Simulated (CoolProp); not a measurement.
Values from CoolProp's reference Helmholtz-energy equation of state, Fiedler 2023.

Problem. For tetrahydrofuran, give the phase and the Z, speed of sound (m/s), Joule-Thomson coefficient (K/MPa), expansivity (1/kK) at -9.75 °C and 0.0833 MPa.

Solution. 
- -9.75 °C and 0.0833 MPa: liquid; Z 0.00298, speed of sound 1450, Joule-Thomson coefficient -0.469, expansivity 1.16
